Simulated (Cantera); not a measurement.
A Cantera script and its output.

```python
import numpy as np
import cantera as ct

gas = ct.Solution("gri30.yaml")
gas.TPX = 548, 101325, {'CH4': 1, 'O2': 1.25, 'N2': 4.7}
inlet = ct.Reservoir(gas, clone=True)
gas.equilibrate("HP")  # start burning
reactor = ct.IdealGasConstPressureReactor(gas, energy="on", clone=False)
exhaust = ct.Reservoir(gas, clone=True)
tau = [0.02, 0.01, 0.0052, 0.0026, 0.0013, 0.00068, 0.00035, 0.00018, 9e-05, 4.6e-05, 2.3e-05, 1.2e-05, 6.1e-06][0]
for a, b in ((inlet, reactor), (reactor, exhaust)):
    ct.MassFlowController(a, b, mdot=lambda t: reactor.mass / tau)
net = ct.ReactorNet([reactor])
show = ['CH4', 'O2', 'C2H2', 'HO2', 'H2O2', 'O']

rows = []
print(f"{'tau/s':>10s}{'T/K':>9s}" + "".join(f"{s:>11s}" for s in show))
for tau in [0.02, 0.01, 0.0052, 0.0026, 0.0013, 0.00068, 0.00035, 0.00018, 9e-05, 4.6e-05, 2.3e-05, 1.2e-05, 6.1e-06]:
    net.initial_time = 0.0
    net.advance(30 * tau)
    before = gas.X
    net.advance(40 * tau)
    drift = np.max(np.abs(gas.X - before) / (gas.X + 1e-9))
    rows.append([gas.T, *gas[show].X, drift])
    print(f"{tau:10.3e}{gas.T:9.1f}" + "".join(f"{x:11.3e}" for x in gas[show].X))
```

Output:

```
     tau/s      T/K        CH4         O2       C2H2        HO2       H2O2          O
 2.000e-02   2010.5  2.088e-03  5.894e-04  1.301e-03  1.166e-07  9.096e-09  2.739e-06
 1.000e-02   2007.8  2.634e-03  1.021e-03  1.842e-03  2.218e-07  1.663e-08  4.517e-06
 5.200e-03   2001.9  3.209e-03  1.695e-03  2.353e-03  4.142e-07  2.964e-08  7.446e-06
 2.600e-03   1989.9  3.978e-03  2.913e-03  2.860e-03  8.348e-07  5.585e-08  1.285e-05
 1.300e-03   1967.0  5.170e-03  5.176e-03  3.320e-03  1.818e-06  1.106e-07  2.216e-05
 6.800e-04   1921.1  7.537e-03  9.876e-03  3.715e-03  4.481e-06  2.364e-07  3.591e-05
 3.500e-04    548.0  1.439e-01  1.799e-01 -7.710e-17 -6.952e-19 -3.564e-19  1.198e-28
 1.800e-04    548.0  1.439e-01  1.799e-01  1.510e-18  2.831e-19  6.980e-21  1.272e-27
 9.000e-05    548.0  1.439e-01  1.799e-01  9.764e-21  1.331e-19  4.517e-23  4.984e-28
 4.600e-05    548.0  1.439e-01  1.799e-01  6.167e-22  7.168e-20  2.861e-24  2.028e-28
 2.300e-05    548.0  1.439e-01  1.799e-01  3.896e-23  3.616e-20  1.826e-25  6.763e-29
 1.200e-05    548.0  1.439e-01  1.799e-01  2.461e-24  1.879e-20  1.206e-26  2.151e-29
 6.100e-06    548.0  1.439e-01  1.799e-01  1.554e-25  9.577e-21  8.966e-28  6.245e-30
```

Computed with Cantera and GRI-Mech 3.0 (53 species, 325 reactions).
